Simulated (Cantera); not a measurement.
Feed: 1 mol Si, 2.5 mol HBr, a varied amount of H₂, held at 998 K and 0.00170 bar.

Equilibrium computed with Cantera from the NASA thermochemical tables; the gas is ideal and each condensed phase is pure. Candidate condensed phases: Br₂, Si; 19 gas species. The tables' values for SiBr₃ are old estimates; treat these amounts as uncertain. The numbers say what is thermodynamically allowed, not how fast it happens.

x: gas mole fraction; n: condensed amount in mol.

```tsv
n(H₂) (mol)	x H₂	x SiBr₄	x HBr	x SiBr₂	x SiHBr₃	x SiBr₃	n Si(s)
2.7	0.787	0.0976	0.0971	0.0129	0.00318	0.00224	0.453
3.2	0.802	0.0860	0.0950	0.0121	0.00292	0.00204	0.461
3.7	0.815	(withheld)	0.0930	0.0114	(withheld)	0.00187	0.469
4.4	0.829	0.0659	0.0903	0.0106	0.00243	0.00167	0.480
5.2	0.842	0.0564	0.0876	0.00979	0.00218	0.00149	0.492
6.2	0.856	0.0474	0.0845	0.00897	0.00193	0.00130	0.506
7.3	0.868	0.0398	0.0815	0.00822	0.00170	0.00115	0.521
8.7	0.879	0.0326	0.0781	0.00745	0.00148	0.000986	0.539
10	0.888	(withheld)	0.0752	(withheld)	(withheld)	0.000870	0.555
12	0.899	0.0218	0.0714	0.00609	0.00110	0.000729	0.578
14	0.907	0.0177	0.0680	0.00548	0.000946	0.000622	0.599
17	0.917	0.0133	0.0636	0.00475	0.000767	0.000502	0.629
20	0.925	0.0102	0.0599	0.00417	0.000634	0.000413	0.656
```

### Question
Some entries are withheld; supply them.

### Answer

- 10, x SiBr₄: 0.0276
- 10, x SiBr₂: 0.00685
- 10, x SiHBr₃: 0.00131
- 3.7, x SiBr₄: 0.0765
- 3.7, x SiHBr₃: 0.00269
